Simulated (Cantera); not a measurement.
Input (Python, Cantera) and output of one run.

```python
import numpy as np
import cantera as ct

gas_names = """
    CL CL2 H HCL H2 N NH NH2 NH3 N2 N2H2 N2H4 Si SiCL SiCL2 SiCL3 SiCL4 SiH SiHCL3 SiH2 SiH2CL2 SiH3
    SiH3CL SiH4 SiN Si2 Si2N Si3
""".split()
cond_names = """
    NH4CL(a) NH4CL(b) Si(cr) Si(L) Si3N4(a)
""".split()


def load(file, names, dense=False):
    # The tables refer to 1 bar. Condensed volumes are neglected.
    table = {s.name: s for s in ct.Species.list_from_file(file)}
    out = []
    for n in names:
        d = dict(table[n].input_data)
        d["thermo"] = dict(d["thermo"], **{"reference-pressure": 1e5})
        if dense:
            d["equation-of-state"] = {"model": "constant-volume", "density": "1e6 g/cm^3"}
        out.append(ct.Species.from_dict(d))
    return out


gas = ct.Solution(thermo="ideal-gas", species=load("nasa_gas.yaml", gas_names))
cond = {s.name: ct.Solution(thermo="fixed-stoichiometry", species=[s], name=s.name)
        for s in load("nasa_condensed.yaml", cond_names, dense=True)}
atoms = {
    'Si2Cl6': {'Si': 2, 'CL': 6},
    'NH3': {'N': 1, 'H': 3},
    'H2': {'H': 2},
}
top_T = {'Si3N4(a)': 2400}  # K; cautious upper limits of use, not melting points


def equilibrate(T, P, feed):
    n = {}
    for name, mol in feed.items():
        for a, k in atoms[name].items():
            n[a] = n.get(a, 0.0) + k * mol
    gas.TPX = T, P, n
    mass = sum(n.values()) * gas.mean_molecular_weight
    gas.equilibrate("TP")
    valid = [c for c in cond.values() if c.min_temp <= T <= top_T.get(c.name, c.max_temp)]
    mix = ct.Mixture([(gas, mass / gas.mean_molecular_weight)] + [(c, 0.0) for c in valid])
    mix.T, mix.P = T, P
    mix.equilibrate("TP", solver="vcs", rtol=1e-11, max_steps=5000)
    return mix


results = []
feed = {'Si2Cl6': 1, 'NH3': 2.4, 'H2': 49}  # mol
P = 390  # Pa
for T in [873, 973, 1073, 1173, 1273, 1373, 1473, 1573]:
    mix = equilibrate(T, P, feed)
    results.append((T, P, feed, dict(zip(mix.species_names, mix.species_moles))))
    x = sorted(zip(gas.X, gas.species_names), reverse=True)
    print(f"T = {T:g} K  P = {P:g} Pa  gas = {mix.phase_moles(0):.4g} mol")
    print("   x: " + "  ".join(f"{s} {v:.3e}" for v, s in x if v > 0.0001))
    print("   condensed (mol): " + ("  ".join(f"{mix.phase(i).name} {mix.phase_moles(i):.4g}"
          for i in range(1, mix.n_phases) if mix.phase_moles(i) > 1e-12) or "none"))
```

It prints:

```
T = 873 K  P = 390 Pa  gas = 55.4 mol
   x: H2 9.028e-01  HCL 9.334e-02  SiCL4 3.682e-03  N2 1.010e-04
   condensed (mol): Si3N4(a) 0.5972
T = 973 K  P = 390 Pa  gas = 55.4 mol
   x: H2 9.025e-01  HCL 9.378e-02  SiCL4 3.455e-03  SiHCL3 1.868e-04
   condensed (mol): Si3N4(a) 0.5985
T = 1073 K  P = 390 Pa  gas = 55.42 mol
   x: H2 9.016e-01  HCL 9.473e-02  SiCL4 2.812e-03  SiHCL3 3.279e-04  SiCL2 3.023e-04  SiCL3 2.305e-04
   condensed (mol): Si3N4(a) 0.5987
T = 1173 K  P = 390 Pa  gas = 55.52 mol
   x: H2 8.986e-01  HCL 9.749e-02  SiCL2 1.951e-03  SiCL4 1.131e-03  SiCL3 4.730e-04  SiHCL3 2.429e-04  N2 1.343e-04
   condensed (mol): Si3N4(a) 0.5963
T = 1273 K  P = 390 Pa  gas = 55.63 mol
   x: H2 8.971e-01  HCL 9.685e-02  SiCL2 4.330e-03  N2 9.624e-04  SiCL3 3.897e-04  SiCL4 2.299e-04
   condensed (mol): Si3N4(a) 0.5732
T = 1373 K  P = 390 Pa  gas = 55.8 mol
   x: H2 8.983e-01  HCL 8.858e-02  SiCL2 8.841e-03  N2 3.774e-03  SiCL3 3.149e-04
   condensed (mol): Si3N4(a) 0.4947
T = 1473 K  P = 390 Pa  gas = 56.09 mol
   x: H2 9.010e-01  HCL 7.343e-02  SiCL2 1.637e-02  N2 8.715e-03  SiCL3 2.351e-04  H 1.923e-04
   condensed (mol): Si3N4(a) 0.3556
T = 1573 K  P = 390 Pa  gas = 56.82 mol
   x: H2 8.910e-01  HCL 6.897e-02  N2 2.112e-02  SiCL2 1.808e-02  H 6.146e-04  SiCL3 1.314e-04
   condensed (mol): Si(cr) 0.9624
```

Equilibrium computed with Cantera from the NASA thermochemical tables; the gas is ideal and each condensed phase is pure. The feed counts by its element totals alone. The tables' values for SiCl3, SiCl are old estimates; treat these amounts as uncertain.
